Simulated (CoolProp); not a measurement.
A single-stage vapour-compression cycle with sulfur dioxide: evaporating at 291.15 K (dew point), condensing at 332.15 K (bubble point), superheat 5 K, subcooling 2 K, compressor efficiency 0.6, no pressure losses. Each further row changes one setting.

Values from CoolProp's reference Helmholtz-energy equation of state, Gao 2016.

```
case                              cooling COP  pressure ratio  discharge temperature (K)  refrigerating effect (kJ/kg)  volumetric capacity (kJ/m³)
--------------------------------  -----------  --------------  -------------------------  ----------------------------  ---------------------------
as stated                                3.65            3.48                      428.5                           312                         2640
evaporating temperature 296.15 K         4.30            2.93                      414.6                           314                         3130
condensing temperature 327.15 K          4.23            3.05                      413.2                           319                         2710
subcooling 7 K                           3.73            3.48                      428.5                           319                         2710
superheat 15 K                           3.58            3.48                      442.6                           319                         2600
compressor efficiency 0.5                3.04            3.48                      451.3                           312                         2640
```
